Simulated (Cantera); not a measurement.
## Ignition delay

Mixture: 3.64 % CO, 0.437 % H2, 3.17 % CH4, 19.0 % O2, 71.7 % N2, 2.04 % H2O, equivalence ratio 0.44, at 3.20 bar, adiabatic and at constant volume. Ignition delay is the time to a rise of 400 K.

Model: GRI-Mech 3.0 (53 species, 325 reactions), integrated in Cantera.

```json
[
 {"T0 (K)": "1200", "delay (ms)": "2.51"},
 {"T0 (K)": "1250", "delay (ms)": "1.53"},
 {"T0 (K)": "1300", "delay (ms)": "0.945"},
 {"T0 (K)": "1350", "delay (ms)": "0.594"},
 {"T0 (K)": "1400", "delay (ms)": "0.383"},
 {"T0 (K)": "1450", "delay (ms)": "0.253"}
]
```

```json
{
 "apparent activation energy between 1350 and 1450 K": "140 kJ/mol"
}
```
